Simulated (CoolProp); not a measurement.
Propyne along the isobar 19.1 MPa: Z from the reference equation and from simpler models built on Tc = 402.7 K, pc = 5.658 MPa, ω = 0.204; each cubic takes its own stable root.

The numbers come from the reference Helmholtz-energy equation of state, Polt 1992 in CoolProp. This equation is an older, rougher fit; its heat capacities, sound speeds and derivatives of the liquid may be far off and weren't checked against measurements.

```csv
T (K),phase,reference,van der Waals,Peng-Robinson
396.3,liquid,0.4679,0.6543,0.4603
402.2,liquid,0.4704,0.6519,0.4645
408.2,supercritical,0.4733,0.6498,0.4695
414.2,supercritical,0.4769,0.6481,0.4752
420.2,supercritical,0.4811,0.6467,0.4817
426.2,supercritical,0.4859,0.6456,0.4890
432.1,supercritical,0.4913,0.6449,0.4969
438.1,supercritical,0.4975,0.6445,0.5058
444.1,supercritical,0.5046,0.6445,0.5155
450.1,supercritical,0.5125,0.6448,0.5261
456.1,supercritical,0.5213,0.6454,0.5375
462,supercritical,0.5309,0.6464,0.5493
468,supercritical,0.5416,0.6478,0.5621
474,supercritical,0.5532,0.6495,0.5753
```
